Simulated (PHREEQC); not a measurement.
**Metal-bearing waste water (model solution)**

Solution (50 °C and 10 atm): 0.3 mol CdCl2, 0.00069 mol ZnCl2, 0.017 mol HCl and 0.2 mol NaCl per kg of water. It is in equilibrium with CO2 at log p = -1 (atm). Otherwise closed; pH follows from the charge balance.

Model: ion-association model, phreeqc.dat, run in PHREEQC.

Precipitation was switched off in this run.

Q: Estimate the pH, ionic strength.

A: pH 1.89; ionic strength 0.414 mol/kgw.

Q: In which forms is Cl present?

A: Cl- 44 %, CdCl2 25 %, CdCl+ 18 %, CdCl3- 12 % of the Cl.

Complexes and solids missing from the database can't appear. Away from 25 °C the constants follow the database's enthalpies or fits; those with neither stay at their 25 °C values.
